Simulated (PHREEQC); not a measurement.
1 kg of water holding 0.45 mol/kgw KCl, 0.34 mol/kgw KHCO3, 0.002 mol/kgw K2SO4 and 0.4 mol/kgw K2CO3 is evaporated at 5 °C; the solids stay in contact with the brine. CO2 from the air is kept out. Only these solids could form: Arcanite, Kalicinite, Misenite, Sylvite.

The series has 12 steps of water left (kg), from 1 to 0.1156.

The numbers come from PHREEQC with the Pitzer model, pitzer.dat.

Which solids form, in which order, and at which step of the series does each first stand?

Sylvite from water left = 0.2082 kg (pH 10.15).

Species that the database lacks are ignored. At this temperature some constants are extrapolated from 25 °C, and those without enthalpy data are left unchanged.
